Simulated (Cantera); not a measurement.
A perfectly stirred reactor is fed with 19.2 % CH₃OH, 17.0 % O₂, 63.8 % N₂, equivalence ratio 1.7, at 1.09 atm; it is adiabatic with a 650 K inlet, and is followed from long to short residence time, starting on the burning branch (τ in s: 0.077, 0.037, 0.018, 0.0084, 0.004, 0.0019, 0.00091, 0.00043, 0.00021, 9.8e-05, 4.7e-05).

Model: GRI-Mech 3.0 (53 species, 325 reactions), integrated in Cantera. GRI-Mech 3.0 was tuned for natural gas; its chemistry of methanol as a main component is partial and can be far from experiment.

One state of this run: T (K) = 1994; x CH₃OH = 3.95e-5; x O₂ = 0.00118; x CH₂O = 3.36e-5; x C₂H₆ = 5.22e-9; x C₂H = 4.86e-9. x: mole fraction; the columns are a selection and need not sum to one.

Task: Which value of τ (s) does it belong to?
A) 0.0019
B) 0.00091
C) 9.8e-5
D) 0.00021

Result: B, 0.00091
